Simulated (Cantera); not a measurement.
**Ignition delay**

Mixture: 4.01 % CH₄, 15.7 % O₂, 80.3 % N₂, equivalence ratio 0.51, at 25.0 bar, adiabatic and at constant volume. Ignition delay is the time to a rise of 400 K.

Detailed kinetics in Cantera: GRI-Mech 3.0 (53 species, 325 reactions). The pressure lies above the range GRI-Mech 3.0 was tuned for (to about 10 atm).

```
T0 (K)  delay (ms)
------  ----------
1275         0.733
1350         0.332
1425         0.161
1500        0.0821
1575        0.0438
1650        0.0243
1725        0.0141
1800       0.00845
```

apparent activation energy between 1650 and 1800 K: 170 kJ/mol
